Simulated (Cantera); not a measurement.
Standard-state values (1 bar) from the NASA 1993 polynomials, evaluated with Cantera. Values are per mole of reaction as written; species without (g) are pure solids or liquids, kept so even where they would boil at 1 bar.

Problem. Between 300 and 2923 K, where is each reaction favourable under standard conditions?
- ZrO2(g) → Zr + 2 O(g)

Solution. 
- ZrO2(g) → Zr + 2 O(g): ΔG° is 758 kJ at 300 K and 444 kJ at 2923 K; it stays positive (K < 1). ΔH° is 860 kJ and ΔS° 142 J/K at 2923 K.
